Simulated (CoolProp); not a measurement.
Computed with CoolProp (reference Helmholtz-energy equation of state, Wu 2012).

Problem. For fluoroethane (R161), give the phase and the Joule-Thomson coefficient (K/MPa) at 184.1 K and 5 MPa; 449 K and 0.0356 MPa; 203.7 K and 5 MPa.

Solution. 
- 184.1 K and 5 MPa: liquid; Joule-Thomson coefficient -0.427
- 449 K and 0.0356 MPa: gas; Joule-Thomson coefficient 6.00
- 203.7 K and 5 MPa: liquid; Joule-Thomson coefficient -0.423
